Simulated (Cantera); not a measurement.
A perfectly stirred reactor is fed with 38.6 % H2, 12.9 % O2, 48.3 % N2, 0.290 % NO, at 2850 Torr; it is adiabatic with a 475 K inlet, and is followed from long to short residence time, starting on the burning branch (τ in s: 0.036, 0.017, 0.0076, 0.0035, 0.0016, 0.00072, 0.00033, 0.00015, 6.9e-05, 3.1e-05, 1.4e-05, 6.6e-06).

Model: GRI-Mech 3.0 (53 species, 325 reactions), integrated in Cantera. The hydrogen kinetics of GRI-Mech 3.0 are dated; newer H2 mechanisms differ, most at raised pressure. The mechanism lacks 2 NO + O2 → 2 NO2 and HONO, so NO2 and the effect of NO are under-described below about 1400 K.

x: mole fraction; the columns are a selection and need not sum to one.

| τ (s) | T (K) | x H2 | x O2 | x NO | x OH | x HO2 |
|---|---|---|---|---|---|---|
| 0.036 | 2400 | 0.144 | 3.31e-5 | 0.000414 | 0.00133 | 3.32e-8 |
| 0.017 | 2396 | 0.144 | ? | ? | ? | ? |
| 0.0076 | 2388 | 0.144 | 8.46e-5 | 0.000782 | 0.00168 | 7.92e-8 |
| 0.0035 | 2376 | 0.144 | 0.000142 | 0.00105 | 0.00207 | 1.49e-7 |
| 0.0016 | 2357 | 0.143 | ? | ? | ? | ? |
| 0.00072 | 2328 | 0.143 | 0.000416 | 0.00179 | 0.00356 | 6.28e-7 |
| 0.00033 | 2288 | 0.142 | 0.000709 | 0.00220 | 0.00468 | 1.23e-6 |
| 0.00015 | 2232 | 0.141 | 0.00122 | 0.00258 | 0.00603 | 2.33e-6 |
| 6.9e-5 | 2158 | 0.139 | 0.00208 | 0.00286 | 0.00741 | 4.23e-6 |
| 3.1e-5 | 2058 | 0.138 | 0.00359 | 0.00303 | 0.00856 | 7.78e-6 |
| 1.4e-5 | 1935 | 0.137 | 0.00621 | 0.00310 | 0.00900 | 1.47e-5 |
| 6.6e-6 | 1795 | 0.140 | 0.0109 | 0.00311 | 0.00841 | 2.87e-5 |

Question: Complete the blanks.

Answer: 
- 0.017, x O2: 5.04e-5
- 0.017, x NO: 0.000564
- 0.017, x OH: 0.00145
- 0.017, x HO2: 4.68e-8
- 0.0016, x O2: 0.000242
- 0.0016, x NO: 0.00139
- 0.0016, x OH: 0.00268
- 0.0016, x HO2: 3.03e-7
